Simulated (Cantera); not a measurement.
Input: 1 mol NF3, 0.11 mol O2, 0.17 mol H2, held at 1277 °C and 7.50 Torr.

Cantera equilibrium calculation (NASA polynomials, part measured and part estimated; ideal gas, pure solids and liquids). Candidate condensed phases: H2O; 40 gas species. Equilibrium is a limit: real reactors are often held back by kinetics, nucleation or transport.

Base state: F 0.736, N2 0.138, HF 0.0942, O2 0.0304, F2 0.000473, NO 0.000247, O 1.36e-5 (mole fractions); condensed: gas only.

Question: What changes in the equilibrium state with this change: NF3 replaced by H2S?

Answer: 
| species | before | after |
|---|---|---|
| H2 | <1e-9 | 0.513 |
| S2 | 0 | 0.267 |
| H2O | <1e-9 | 0.133 |
| F | 0.736 | 0 |
| N2 | 0.138 | 0 |
| HF | 0.0942 | 0 |
| H2S | 0 | 0.0762 |
| O2 | 0.0304 | <1e-9 |
| SH | 0 | 0.00727 |
| SO2 | 0 | 0.00107 |
| SO | 0 | 0.000876 |
| F2 | 0.000473 | 0 |
| S | 0 | 0.000369 |
Further candidate phases: H2SO4, S.
